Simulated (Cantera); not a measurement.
**Pyrogenic steam for wet oxidation**

An isothermal, constant-pressure homogeneous reactor starts with H₂ : O₂ : N₂ = 0.82 : 1 : 0.53 (molar parts), equivalence ratio 0.41, at 1325 K and 120 Torr.

Model: the H2/O2 subset of GRI-Mech 3.0, which has no nitrogen chemistry, integrated in Cantera. The temperature is held fixed by assumption; the heat of reaction is taken as removed at once.

| t (s) | x H₂ | x O₂ | x H₂O₂ | x HO₂ | x H₂O |
|---|---|---|---|---|---|
| 5.00e-6 | 0.349 | 0.426 | 1.59e-10 | 7.00e-8 | 4.27e-8 |
| 2.46e-5 | 0.349 | 0.426 | 4.27e-9 | 5.04e-7 | 1.41e-5 |
| 0.000121 | 0.0304 | 0.278 | 4.13e-6 | 5.86e-5 | 0.286 |
| 0.000592 | 0.00250 | 0.302 | 3.13e-6 | 4.51e-5 | 0.415 |
| 0.00291 | 7.26e-5 | 0.304 | 4.69e-7 | 3.78e-6 | 0.422 |
| 0.0143 | 5.76e-6 | 0.304 | 8.31e-8 | 4.08e-7 | 0.423 |
| 0.0701 | 8.59e-7 | 0.304 | 1.76e-8 | 9.97e-8 | 0.423 |
| 0.344 | 2.81e-7 | 0.304 | 6.63e-9 | 8.06e-8 | 0.423 |
| 1.69 | 2.59e-7 | 0.304 | 6.17e-9 | 8.11e-8 | 0.423 |
| 8.30 | 2.59e-7 | 0.304 | 6.17e-9 | 8.11e-8 | 0.423 |
| 40.7 | 2.59e-7 | 0.304 | 6.17e-9 | 8.11e-8 | 0.423 |
| 200 | 2.59e-7 | 0.304 | 6.17e-9 | 8.11e-8 | 0.423 |
x: mole fraction; the columns are a selection and need not sum to one.

Equilibrium at this temperature and pressure: H₂ 2.59e-7, O₂ 0.304, H₂O₂ 6.17e-9, HO₂ 8.11e-8, H₂O 0.423 (gas phase only).
